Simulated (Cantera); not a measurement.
An isothermal, constant-pressure homogeneous reactor starts with 4.23 % H₂, 28.2 % O₂, 67.6 % N₂, equivalence ratio 0.075, at 1275 K and 1.13 Torr.

Detailed kinetics in Cantera: GRI-Mech 3.0 (53 species, 325 reactions). Radical loss at walls, strong at low pressure, is not modelled. The temperature is held fixed by assumption; the heat of reaction is taken as removed at once.

One state of this run: x H₂ = 0.00147; x O₂ = 0.252; x NO = 4.19e-8; x NO₂ = <1e-12; x H₂O = 0.0337; x HO₂ = 1.27e-7; x H₂O₂ = 5.14e-9. x: mole fraction; the columns are a selection and need not sum to one.

Question: Which value of t (s) does it belong to?
A. 0.106
B. 0.00161
C. 6.95e-5
D. 0.0131

Answer: A, 0.106
